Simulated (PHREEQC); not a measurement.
Make-up at 25 °C: 0.00145 mol/kgw LiOH. Closed to the air; pH follows from the charge balance.

Model: ion-association model, phreeqc.dat, run in PHREEQC.

No solid was allowed to form.

Problem. Predict the pH, specific conductance.

Solution. pH 11.14; specific conductance 333 µS/cm.
